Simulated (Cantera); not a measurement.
An isothermal, constant-pressure homogeneous reactor starts with H2 : O2 : N2 = 0.43 : 1 : 0.17 (molar parts), equivalence ratio 0.21, at 1275 K and 120 Pa.

Model: the H2/O2 subset of GRI-Mech 3.0, which has no nitrogen chemistry, integrated in Cantera. Radical loss at walls, strong at low pressure, is not modelled. The temperature is held fixed by assumption; the heat of reaction is taken as removed at once.

x: mole fraction; the columns are a selection and need not sum to one.

| t (s) | x H2 | x O2 | x H | x OH | x H2O | x H2O2 | x HO2 |
|---|---|---|---|---|---|---|---|
| 4.00e-6 | 0.269 | 0.625 | 2.10e-10 | <1e-12 | <1e-12 | <1e-12 | 2.11e-10 |
| 1.56e-5 | 0.269 | 0.625 | 8.12e-10 | 1.15e-11 | <1e-12 | <1e-12 | 8.23e-10 |
| 6.09e-5 | 0.269 | 0.625 | 3.07e-9 | 1.57e-10 | 2.76e-11 | <1e-12 | (withheld) |
| 0.000238 | 0.269 | 0.625 | 1.17e-8 | 1.75e-9 | 1.27e-9 | 5.42e-12 | (withheld) |
| 0.000928 | 0.269 | 0.625 | 7.22e-8 | 1.92e-8 | 5.15e-8 | 8.21e-11 | (withheld) |
| 0.00362 | 0.269 | 0.625 | 8.17e-6 | 2.41e-6 | 1.17e-5 | 1.22e-9 | (withheld) |
| 0.0141 | 0.0189 | 0.482 | 0.107 | 0.0146 | 0.189 | 2.83e-8 | 5.85e-7 |
| 0.0552 | 0.0168 | 0.481 | 0.103 | 0.0140 | 0.195 | 2.67e-8 | 5.91e-7 |
| 0.215 | 0.0160 | 0.488 | 0.0919 | 0.0137 | 0.205 | 2.88e-8 | 6.15e-7 |
| 0.841 | 0.0127 | 0.512 | 0.0569 | 0.0125 | 0.238 | 3.59e-8 | 6.88e-7 |
| 3.28 | 0.00375 | 0.552 | 0.00773 | 0.00707 | 0.294 | 4.15e-8 | 6.78e-7 |
| 12.8 | 0.000231 | 0.565 | 0.000114 | 0.00177 | 0.309 | 1.49e-8 | (withheld) |
| 50.0 | 1.82e-5 | 0.567 | 2.50e-6 | 0.000498 | 0.310 | 3.42e-9 | (withheld) |

### Question
Some entries are withheld; supply them.

### Answer

- 6.09e-5, x HO2: 3.21e-9
- 0.000238, x HO2: 1.25e-8
- 0.000928, x HO2: 4.89e-8
- 0.00362, x HO2: 1.90e-7
- 12.8, x HO2: 1.91e-7
- 50.0, x HO2: 2.73e-8
